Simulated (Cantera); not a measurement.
**Iron carbonyl, mercury and lead vapours: Pb + H2**

Feed: 1 mol Pb, 5 mol H2, equilibrated at 1 atm.

Method: chemical equilibrium by Gibbs-energy minimisation in Cantera with the NASA 1993 tables (ideal gas, pure condensed phases). Candidate condensed phases: Pb; 4 gas species. Equilibrium is a limit: real reactors are often held back by kinetics, nucleation or transport.

From 473 K to 548 K the condensed part is Pb(s). From 623 K to 1373 K the condensed part is Pb(l).

```tsv
T (K)	x H2	x Pb	x H	x Pb2	n Pb(s)	n Pb(l)
473	1.00	<1e-12	<1e-12	<1e-12	1.00	0
548	1.00	<1e-12	<1e-12	<1e-12	1.00	0
623	1.00	2.05e-11	<1e-12	<1e-12	0	1.00
698	1.00	1.00e-9	<1e-12	<1e-12	0	1.00
773	1.00	2.28e-8	<1e-12	<1e-12	0	1.00
848	1.00	2.95e-7	1.89e-11	<1e-12	0	1.000
923	1.000	2.50e-6	2.43e-10	2.25e-12	0	1.000
998	1.000	1.53e-5	2.14e-9	4.67e-11	0	1.000
1073	1.000	7.21e-5	1.39e-8	6.26e-10	0	1.000
1148	1.000	0.000277	7.12e-8	5.91e-9	0	0.999
1223	0.999	0.000896	2.99e-7	4.20e-8	0	0.996
1298	0.997	0.00252	1.06e-6	2.36e-7	0	0.987
1373	0.994	0.00633	3.30e-6	1.09e-6	0	0.968
```
x: gas mole fraction; n: condensed amount in mol.
